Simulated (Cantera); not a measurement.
# Transport properties of process gases

Gas mixture: 42.9 % CO₂, 11.7 % CH₄, 32.1 % N₂, 13.3 % CH₃OH, at 13300 Pa, frozen composition.

Cantera's kinetic-theory transport with the Lennard-Jones parameters of GRI-Mech 3.0, ideal gas; thermal conductivity in the mixture-averaged form. Polar gases are described roughly by these parameters. The composition is frozen, though it would react at the higher temperatures.

```csv
T (K),ρ (kg/m³),cp (J/kg/K),μ (µPa s),λ (mW/m/K),Pr,D (cm²/s) O,D (cm²/s) N₂,D (cm²/s) CH₄
400,0.136,1138,19.0,30.4,0.714,3.56,2.13,2.40
650,0.0839,1368,28.2,52.9,0.730,8.25,5.01,5.69
900,0.0606,1540,36.0,74.8,0.741,14.3,8.74,9.96
1150,0.0474,1668,42.8,95.3,0.749,21.6,13.2,15.1
1400,0.0389,1759,49.0,115,0.753,30.0,18.4,21.0
1650,0.0330,1826,54.8,133,0.755,39.4,24.2,27.7
```
D: mixture-averaged diffusion coefficient of that species in the mixture.
